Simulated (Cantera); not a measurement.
Feed: 1 mol C6H6, 0.054 mol H2O, at 0.600 Torr.

These are equilibrium values from Cantera (NASA tables, ideal gas, pure condensed phases), not measurements of a reactor. Candidate condensed phases: C, C6H6, C7H8, C8H18, H2O; 131 gas species. Ions and electrons are included (thermal ionisation). The numbers say what is thermodynamically allowed, not how fast it happens.

Q: Which condensed phases are stable at each of these points (T (°C)): 1727, 2227, 2727, 3227, 3727, 4227, 4727?

A: 
| T (°C) | condensed phases | C condensed (%) |
|---|---|---|
| 1727 | C(graphite) | 99.0 |
| 2227 | C(graphite) | 98.2 |
| 2727 | gas only | 0.0 |
| 3227 | gas only | 0.0 |
| 3727 | gas only | 0.0 |
| 4227 | gas only | 0.0 |
| 4727 | gas only | 0.0 |

From 1727 °C to 2227 °C the condensed part is C(graphite). From 2727 °C to 4727 °C nothing is condensed.
